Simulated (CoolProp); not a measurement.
Vapour-liquid equilibrium of ethylene (1) + n-butane (2) at -45.35 °C; x and y are mole fractions of (1).

Model: multi-fluid Helmholtz-energy mixture model, Smukala 2000 and Bücker 2006; pair parameters Bell 2016, in CoolProp.

```csv
x,bubble pressure (MPa),y at the bubble point,dew pressure at overall composition x (MPa),liquid density (mol/L)
0.05,0.08811,0.860,0.01310,11.37
0.2,0.2530,0.954,0.01556,12.12
0.35,0.3918,0.973,0.01915,12.95
0.5,0.5444,0.983,0.02488,13.86
0.65,0.7253,0.990,0.03549,14.82
0.8,0.9330,0.995,0.06184,15.80
0.95,1.156,0.999,0.2343,16.64
```

No azeotrope shows between x = 0.05 and 0.95.

The pair parameters rest on a limited set of measurements; away from them the model extrapolates. The gap from Raoult's law changes sign with composition, which may be real or a fault of the pair parameters; it wasn't checked against measurements.
